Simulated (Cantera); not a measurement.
Feed: 1 mol V2O3, 590 mol H2, 0.097 mol H2O, at 0.00970 bar.

Cantera equilibrium calculation (NASA polynomials, part measured and part estimated; ideal gas, pure solids and liquids). Candidate condensed phases: H2O, V, VO, V2O3, V2O4, V2O5; 12 gas species. Mutual solubility and eutectic melting of coexisting phases are not modelled. VO: taken at fixed stoichiometry. Condensed phases not in the tables: the oxides between V2O3 and V2O5 other than VO2. Equilibrium is a limit: real reactors are often held back by kinetics, nucleation or transport.

x: gas mole fraction; n: condensed amount in mol.

| T (°C) | x H2 | x H | x H2O | x VO | n V2O3(s) | n VO(s) | n VO(l) |
|---|---|---|---|---|---|---|---|
| 452 | 1.000 | <1e-12 | 0.000164 | <1e-12 | 1.00 | 0 | 0 |
| 602 | 1.000 | 5.09e-10 | 0.000164 | <1e-12 | 1.00 | 0 | 0 |
| 752 | 1.000 | 4.42e-8 | 0.000164 | <1e-12 | 1.00 | 0 | 0 |
| 902 | 1.000 | 1.24e-6 | 0.000360 | <1e-12 | 0.884 | 0.231 | 0 |
| 1052 | 0.999 | 1.66e-5 | 0.00121 | … | 0.383 | 1.23 | 0 |
| 1202 | 0.998 | 0.000132 | 0.00186 | … | 0 | 2.00 | 0 |
| 1352 | 0.997 | 0.000715 | 0.00186 | … | 0 | 2.00 | 0 |
| 1502 | 0.995 | 0.00293 | 0.00185 | … | 0 | 2.00 | 0 |
| 1652 | 0.988 | 0.00965 | 0.00182 | … | 0 | 1.94 | 0 |
| 1802 | 0.971 | 0.0266 | 0.00180 | … | 0 | 0 | 1.41 |

**Question.** Fill in the missing entries.

**Answer.** 
- 1052, x VO: 1.91e-11
- 1202, x VO: 2.66e-9
- 1352, x VO: 1.44e-7
- 1502, x VO: 3.84e-6
- 1652, x VO: 5.98e-5
- 1802, x VO: 0.000599
